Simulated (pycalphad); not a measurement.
All values are pycalphad results on the COST 507 light-alloy database (1999) (1 atm), not direct measurements. The data set is of 1999 and partly superseded. Kinetics are ignored, which matters at the lower temperatures.

### Question
How does the equilibrium phase assembly of Si-4.84Ti (at.%) change on cooling from 2327 °C to 227 °C?

### Answer
```csv
T (°C),phases above,phases below
1402.5,liquid,diamond (Si) + liquid
1331.1,diamond (Si) + liquid,diamond (Si) + SI2TI
```
Changes were sought between steps of 50 K, so a narrower field can be missed.

Database names, with the compositions (at.%) that they take in these runs: SI2TI: Si 67 Ti 33.
